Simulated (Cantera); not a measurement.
## Thermodynamics of nitride etching, feed Si3N4 + HF

A closed system holds: 1 mol Si3N4, a varied amount of HF, at 723.15 K and 100000 Pa.

Method: chemical equilibrium by Gibbs-energy minimisation in Cantera with the NASA 1993 tables (ideal gas, pure condensed phases). Candidate condensed phases: Si, Si3N4; 37 gas species. Rates play no part.

From 2.5 mol HF to 11 mol HF the condensed part is Si3N4(s). From 14 mol HF to 46 mol HF nothing is condensed. The main Si-bearing gas is SiF4 throughout.

```tsv
n(HF) (mol)	x HF	x H2	x SiF4	x N2	x NH3	n Si3N4(s)
2.5	2.38e-5	0.544	0.273	0.181	0.00120	0.792
3.1	2.38e-5	0.544	0.273	0.181	0.00120	0.742
4	2.38e-5	0.544	0.273	0.181	0.00120	0.667
5.1	2.38e-5	0.544	0.273	0.181	0.00120	0.575
6.5	2.38e-5	0.544	0.273	0.181	0.00120	0.458
8.3	2.38e-5	0.544	0.273	0.181	0.00120	0.308
11	2.38e-5	0.544	0.273	0.181	0.00120	0.0833
14	0.154	0.461	0.231	0.154	0.000858	0
17	0.313	0.374	0.188	0.125	0.000567	0
22	0.476	0.285	0.143	0.0951	0.000329	0
28	0.593	0.222	0.111	0.0740	0.000199	0
36	0.686	0.171	0.0857	0.0571	0.000119	0
46	0.756	0.133	0.0667	0.0444	7.18e-5	0
```
x: gas mole fraction; n: condensed amount in mol.
